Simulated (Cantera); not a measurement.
A Cantera script and what it prints.

```python
import numpy as np
import cantera as ct

gas_names = """
    C CN C2 CCN CNC C2N2 C3 C4 C4N2 C5 N N2 Si SiC SiC2 SiN Si2 Si2C Si2N Si3
""".split()
cond_names = """
    C(gr) Si(cr) Si(L) SiC(b) Si3N4(a)
""".split()


# ... load() reads the species with a 1 bar reference pressure and builds the phases ...
atoms = {
    'SiC': {'Si': 1, 'C': 1},
    'C': {'C': 1},
    'N2': {'N': 2},
}
top_T = {'C(gr)': 4500, 'SiC(b)': 3050, 'Si3N4(a)': 2400}  # K; cautious upper limits of use, not melting points


# ... equilibrate(T, P, feed) seeds the gas with the atoms and calls Mixture.equilibrate('TP', solver="vcs", rtol=1e-11, max_steps=5000) ...
results = []
feed = {'SiC': 1, 'C': 0.012, 'N2': 0.59}  # mol
T = 1673.15  # K
P = 33000  # Pa
mix = equilibrate(T, P, feed)
results.append((T, P, feed, dict(zip(mix.species_names, mix.species_moles))))
print(gas.report(threshold=1e-06))
for i in range(1, mix.n_phases):
    print(f"{mix.phase(i).name:16s} {mix.phase_moles(i):12.5e} mol")
```

It prints:

```
       temperature   1673.2 K
          pressure   33000 Pa
           density   0.066454 kg/m^3
  mean mol. weight   28.014 kg/kmol
   phase of matter   gas

                          1 kg             1 kmol
                     ---------------   ---------------
          enthalpy        1.5861e+06        4.4434e+07  J
   internal energy        1.0896e+06        3.0523e+07  J
           entropy              9099         2.549e+05  J/K
    Gibbs function       -1.3638e+07       -3.8205e+08  J
 heat capacity c_p            1259.2             35276  J/K
 heat capacity c_v            962.44             26962  J/K

                      mass frac. Y      mole frac. X     chem. pot. / RT
                     ---------------   ---------------   ---------------
                N2                 1                 1           -27.463
     [  +19 minor]        1.1915e-07        7.6078e-08

C(gr)             1.20000e-02 mol
Si(cr)            0.00000e+00 mol
SiC(b)            1.00000e+00 mol
Si3N4(a)          0.00000e+00 mol
```

Method: chemical equilibrium by Gibbs-energy minimisation in Cantera with the NASA 1993 tables (ideal gas, pure condensed phases).
